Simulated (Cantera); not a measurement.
A perfectly stirred reactor is fed with CH4 : O2 : N2 = 1 : 2.56 : 9.64 (molar parts), equivalence ratio 0.78, at 1.00 bar; it is adiabatic with a 698 K inlet, and is followed from long to short residence time, starting on the burning branch (τ in s: 0.054, 0.031, 0.018, 0.01, 0.0058, 0.0033, 0.0019, 0.0011, 0.00061, 0.00035, 0.0002, 0.00011, 6.5e-05).

Computed with Cantera and GRI-Mech 3.0 (53 species, 325 reactions).

Problem. What does this change do: 0.21 parts H2 added?

Solution. 
```tsv
quantity	before	after
blow-out, bracketed by the residence times tried	burning at 65.0 µs, the shortest tried	burning at 65.0 µs, the shortest tried
x(CH4) at τ = 54.0 ms	3.80e-6	2.99e-6
x(O2) at τ = 54.0 ms	0.0422	0.0344
x(CH2O) at τ = 54.0 ms	6.56e-7	5.38e-7
x(OH) at τ = 54.0 ms	0.00506	0.00604
x(CO) at τ = 54.0 ms	0.00333	0.00480
x(CH4) at τ = 1.90 ms	5.06e-5	4.29e-5
x(O2) at τ = 1.90 ms	0.0460	0.0391
x(CH2O) at τ = 1.90 ms	8.49e-6	7.30e-6
x(OH) at τ = 1.90 ms	0.00830	0.00927
x(CO) at τ = 1.90 ms	0.0102	0.0120
```

Problem. What does this change do: inlet temperature 698 to 575 K?

Solution. 
```csv
quantity,before,after
"blow-out, bracketed by the residence times tried","burning at 65.0 µs, the shortest tried","burning at 65.0 µs, the shortest tried"
x(CH4) at τ = 54.0 ms,3.80e-6,5.36e-6
x(O2) at τ = 54.0 ms,0.0422,0.0424
x(CH2O) at τ = 54.0 ms,6.56e-7,8.61e-7
x(OH) at τ = 54.0 ms,0.00506,0.00397
x(CO) at τ = 54.0 ms,0.00333,0.00234
x(CH4) at τ = 1.90 ms,5.06e-5,6.17e-5
x(O2) at τ = 1.90 ms,0.0460,0.0459
x(CH2O) at τ = 1.90 ms,8.49e-6,9.74e-6
x(OH) at τ = 1.90 ms,0.00830,0.00725
x(CO) at τ = 1.90 ms,0.0102,0.00926
```
